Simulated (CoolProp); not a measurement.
Computed with CoolProp (reference Helmholtz-energy equation of state, Kamei 1995).

Question: For R22, give the phase and the density (kg/m³), isothermal compressibility (1/MPa) at 140.85 °C and 624 kPa; 140.85 °C and 780 kPa.

Answer: 
- 140.85 °C and 624 kPa: gas; density 16.1, isothermal compressibility 1.65
- 140.85 °C and 780 kPa: gas; density 20.3, isothermal compressibility 1.33
